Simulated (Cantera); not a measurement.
A Cantera script and its output.

```python
import numpy as np
import cantera as ct

gas = ct.Solution("gri30.yaml")
gas.TPX = 1950, 2666, {'CH4': 1, 'H2': 2.3, 'N2': 0.022}
inlet = ct.Reservoir(gas, clone=True)

reactor = ct.IdealGasConstPressureReactor(gas, energy="off", clone=False)
exhaust = ct.Reservoir(gas, clone=True)
tau = [2.7, 1.1, 0.47, 0.2, 0.084, 0.035, 0.015, 0.0062][0]
for a, b in ((inlet, reactor), (reactor, exhaust)):
    ct.MassFlowController(a, b, mdot=lambda t: reactor.mass / tau)
net = ct.ReactorNet([reactor])
show = ['CH4', 'H2', 'C2H4', 'C2H2', 'C2H', 'H', 'CH3']

rows = []
print(f"{'tau/s':>10s}{'T/K':>9s}" + "".join(f"{s:>11s}" for s in show))
for tau in [2.7, 1.1, 0.47, 0.2, 0.084, 0.035, 0.015, 0.0062]:
    net.initial_time = 0.0
    net.advance(30 * tau)
    before = gas.X
    net.advance(40 * tau)
    drift = np.max(np.abs(gas.X - before) / (gas.X + 1e-9))
    rows.append([gas.T, *gas[show].X, drift])
    print(f"{tau:10.3e}{gas.T:9.1f}" + "".join(f"{x:11.3e}" for x in gas[show].X))
```

Result:

```
     tau/s      T/K        CH4         H2       C2H4       C2H2        C2H          H        CH3
 2.700e+00   1950.0  4.544e-03  8.709e-01  3.298e-05  1.133e-01  1.132e-05  5.543e-03  5.724e-04
 1.100e+00   1950.0  8.051e-03  8.690e-01  4.723e-05  1.118e-01  1.006e-05  4.982e-03  9.126e-04
 4.700e-01   1950.0  1.398e-02  8.656e-01  8.178e-05  1.093e-01  8.779e-06  4.429e-03  1.412e-03
 2.000e-01   1950.0  2.410e-02  8.593e-01  1.676e-04  1.051e-01  7.515e-06  3.917e-03  2.165e-03
 8.400e-02   1950.0  4.090e-02  8.487e-01  3.759e-04  9.796e-02  6.272e-06  3.463e-03  3.276e-03
 3.500e-02   1950.0  6.723e-02  8.318e-01  8.480e-04  8.673e-02  5.007e-06  3.060e-03  4.828e-03
 1.500e-02   1950.0  1.041e-01  8.080e-01  1.752e-03  7.090e-02  3.706e-06  2.692e-03  6.720e-03
 6.200e-03   1950.0  1.555e-01  7.752e-01  3.259e-03  4.885e-02  2.258e-06  2.284e-03  8.783e-03
```

Cantera simulation using GRI-Mech 3.0 (53 species, 325 reactions); the numbers are that mechanism's predictions, not measurements. GRI-Mech 3.0 stops at C3 and has no aromatics, soot or wall deposition, so with more carbon than oxygen in the feed, carbon stays in small species such as C2H2 where larger ones or solid carbon would form. Radical loss at walls, strong at low pressure, is not modelled.
